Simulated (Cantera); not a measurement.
Feed: 1 mol SiH₄, 18 mol NH₃, equilibrated at 0.000970 bar.

Cantera equilibrium calculation (NASA polynomials, part measured and part estimated; ideal gas, pure solids and liquids). Candidate condensed phases: Si, Si₃N₄; 18 gas species. The tables' values for SiN are old estimates; treat these amounts as uncertain. Gases not in the tables: Si₂H₆ and higher silanes. Equilibrium is a limit: real reactors are often held back by kinetics, nucleation or transport.

x: gas mole fraction; n: condensed amount in mol.

| T (°C) | x H₂ | x N₂ | x H | x Si | x SiH | x Si₂ | x SiN | n Si₃N₄(s) | n Si(s) | n Si(l) |
|---|---|---|---|---|---|---|---|---|---|---|
| 600 | 0.777 | 0.223 | 1.32e-9 | <1e-12 | <1e-12 | <1e-12 | <1e-12 | 0.333 | 0 | 0 |
| 700 | 0.777 | 0.223 | 3.06e-8 | <1e-12 | <1e-12 | <1e-12 | <1e-12 | 0.333 | 0 | 0 |
| 800 | 0.777 | 0.223 | 3.96e-7 | <1e-12 | <1e-12 | <1e-12 | <1e-12 | 0.333 | 0 | 0 |
| 900 | 0.777 | 0.223 | 3.34e-6 | <1e-12 | <1e-12 | <1e-12 | <1e-12 | 0.333 | 0 | 0 |
| 1000 | 0.777 | 0.223 | 2.02e-5 | 2.00e-10 | 5.29e-11 | <1e-12 | 1.18e-11 | 0.333 | 0 | 0 |
| 1100 | 0.777 | 0.223 | (withheld) | (withheld) | (withheld) | <1e-12 | 8.00e-10 | 0.333 | 0 | 0 |
| 1200 | 0.776 | 0.223 | (withheld) | (withheld) | (withheld) | (withheld) | 3.04e-8 | 0.333 | 0 | 0 |
| 1300 | 0.776 | 0.223 | 0.00115 | 5.13e-5 | 3.39e-6 | 9.74e-8 | 7.20e-7 | 0.333 | 0 | 0 |
| 1400 | 0.760 | 0.236 | 0.00319 | 0.000431 | 1.98e-5 | 1.66e-6 | 4.33e-6 | 0 | 0.982 | 0 |
| 1500 | 0.754 | 0.235 | 0.00793 | 0.00220 | 7.33e-5 | 1.22e-5 | 1.59e-5 | 0 | 0 | 0.909 |
| 1600 | 0.740 | 0.232 | 0.0178 | 0.00909 | 0.000227 | 6.79e-5 | 4.91e-5 | 0 | 0 | 0.623 |
| 1700 | 0.712 | 0.227 | 0.0366 | 0.0240 | 0.000456 | 0.000171 | 9.88e-5 | 0 | 0 | 0 |
| 1800 | 0.683 | 0.223 | 0.0698 | 0.0241 | 0.000357 | 6.94e-5 | 7.80e-5 | 0 | 0 | 0 |
| 1900 | 0.636 | 0.217 | 0.124 | 0.0236 | 0.000274 | 2.91e-5 | 6.10e-5 | 0 | 0 | 0 |

Q: Complete the blanks.

A: 
- 1200, x H: 0.000358
- 1200, x Si: 1.43e-6
- 1200, x SiH: 1.41e-7
- 1200, x Si₂: 3.80e-10
- 1100, x H: 9.42e-5
- 1100, x Si: 2.34e-8
- 1100, x SiH: 3.66e-9
